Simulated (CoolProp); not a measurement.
Vapour-liquid equilibrium of dimethyl ether (1) + n-hexane (2) at 267.2 K; x and y are mole fractions of (1).

The numbers come from the multi-fluid Helmholtz-energy mixture model, Wu 2011 and Thol 2019; pair parameters Bell 2016 in CoolProp.

Problem. Give the bubble pressure and the first vapour's composition at x = 0.05, 0.5, 0.65. Is there an azeotrope?

Solution. x = 0.05: 20.40 kPa, y = 0.794; x = 0.5: 129.8 kPa, y = 0.979; x = 0.65: 153.9 kPa, y = 0.986. No azeotrope shows between x = 0.05 and 0.95.

Pair parameters are fitted to limited data, so mixtures are less certain than the pure fluids.
